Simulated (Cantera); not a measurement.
# Equilibrium for chemical vapour transport: Fe2O3 + Cl2 + N2

Charge: 1 mol Fe2O3, 0.036 mol Cl2, 0.65 mol N2, at 11.0 mbar.

Cantera equilibrium calculation (NASA polynomials, part measured and part estimated; ideal gas, pure solids and liquids). Candidate condensed phases: Fe, FeCl2, FeCl3, FeO, Fe2O3, Fe3O4; 19 gas species. Mutual solubility and eutectic melting of coexisting phases are not modelled. Condensed phases not in the tables: FeOCl. Kinetics and transport are ignored.

| T (K) | x N2 | x O2 | x Cl2 | x FeCl2 | x Cl | n Fe2O3(s) | n Fe3O4(s) |
|---|---|---|---|---|---|---|---|
| 700 | 0.948 | 6.23e-5 | 0.0524 | 4.06e-8 | 1.44e-6 | 1.000 | 0 |
| 775 | 0.947 | 0.000264 | 0.0519 | 1.09e-6 | 1.12e-5 | 1.000 | 0 |
| 850 | 0.947 | 0.000845 | 0.0507 | 1.60e-5 | 6.00e-5 | 1.000 | 0 |
| 925 | 0.947 | 0.00218 | 0.0480 | 0.000145 | 0.000242 | 0.999 | 0 |
| 1000 | 0.945 | 0.00473 | 0.0430 | 0.000887 | 0.000768 | 0.998 | 0 |
| 1075 | 0.942 | 0.00902 | 0.0350 | 0.00378 | 0.00197 | 0.996 | 0 |
| 1150 | 0.935 | 0.0154 | 0.0246 | 0.0113 | 0.00410 | 0.993 | 0 |
| 1225 | 0.926 | 0.0229 | 0.0138 | 0.0235 | 0.00683 | 0.989 | 0 |
| 1300 | 0.917 | 0.0288 | 0.00589 | 0.0349 | 0.00908 | 0.986 | 0 |
| 1375 | 0.913 | 0.0318 | 0.00213 | 0.0411 | 0.0103 | 0.985 | 0 |
| 1450 | 0.814 | 0.133 | 0.00169 | 0.0343 | 0.0162 | 0.474 | 0.341 |
| 1525 | 0.739 | 0.209 | 0.000862 | 0.0300 | 0.0193 | 0 | 0.658 |
| 1600 | 0.738 | 0.209 | 0.000399 | 0.0299 | 0.0209 | 0 | 0.658 |
| 1675 | 0.737 | 0.208 | 0.000197 | 0.0294 | 0.0225 | 0 | 0.658 |
x: gas mole fraction; n: condensed amount in mol.

From 700 K to 1375 K the condensed part is Fe2O3(s). At 1450 K the condensed part is Fe2O3(s) + Fe3O4(s). From 1525 K to 1675 K the condensed part is Fe3O4(s). The main Fe-bearing gas is FeCl3 at 700 K and FeCl2 at 1675 K.
